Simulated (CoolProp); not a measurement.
Octamethylcyclotetrasiloxane (D4) along the isobar 0.101 MPa: fugacity coefficient from the reference equation and from simpler models built on Tc = 586.5 K, pc = 1.347 MPa, ω = 0.598; each cubic takes its own stable root.

Values from CoolProp's reference Helmholtz-energy equation of state, Thol 2015.

```
T (K)   phase  reference
-----  ------  ---------
318.3  liquid   0.005340
337.4  liquid    0.01618
356.5  liquid    0.04192
375.6  liquid    0.09536
394.8  liquid     0.1952
413.9  liquid     0.3632
433    liquid     0.6247
452.2     gas     0.9308
471.3     gas     0.9406
490.4     gas     0.9487
509.5     gas     0.9555
528.7     gas     0.9612
```

### Question
How far does each simpler model (van der Waals, Soave-Redlich-Kwong) lie from the reference over these 12 states: mean and median of the absolute difference, and the worst?

### Answer
- van der Waals: mean 1656.4 %, median 107.2 %, worst +11165.9 % at 318.3 K and 0.101 MPa
- Soave-Redlich-Kwong: mean 1.7 %, median 0.6 %, worst +8.6 % at 318.3 K and 0.101 MPa

At some of these states van der Waals gives the other phase, because its saturation line lies elsewhere.
